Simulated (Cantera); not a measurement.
A closed system holds: 1 mol SiH₂Cl₂, 1200 mol H₂, 4.3 mol HCl, held at 2273 K and 10.5 Torr.

Method: chemical equilibrium by Gibbs-energy minimisation in Cantera with the NASA 1993 tables (ideal gas, pure condensed phases). Candidate condensed phases: Si; 19 gas species. Equilibrium is a limit: real reactors are often held back by kinetics, nucleation or transport.

Base state: H₂ 0.926, H 0.0683, HCl 0.00478, Si 0.000756, Cl 0.000255, SiH 3.32e-5 (mole fractions); condensed: gas only.

What changes in the equilibrium state with this change: H₂ from 1200 to 16 mol?


```tsv
species	before	after
H₂	0.926	0.685
HCl	0.00478	0.201
H	0.0683	0.0588
SiCl₂	6.42e-7	0.0257
Cl	0.000255	0.0124
Si	0.000756	0.0127
SiCl₃	<1e-9	7.32e-5
SiCl	4.14e-6	0.00340
Si₂	2.01e-7	5.69e-5
```
The tables' values for SiCl, SiCl₃ are old estimates; treat these amounts as uncertain. Gases not in the tables: Si₂H₆ and higher silanes.
